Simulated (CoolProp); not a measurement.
Values from CoolProp's reference Helmholtz-energy equation of state, Gao 2020.

### Question
For ammonia, give the phase and the cp (kJ/(kg K)), Prandtl number at 450.4 K and 3.03 MPa; 450.4 K and 9.59 MPa.

### Answer
- 450.4 K and 3.03 MPa: gas; cp 2.71, Prandtl number 0.907
- 450.4 K and 9.59 MPa: gas; cp 4.03, Prandtl number 1.13

Viscosity comes from a separate model (Fenghour 1995). Thermal conductivity comes from a separate model (Tufeu 1984).
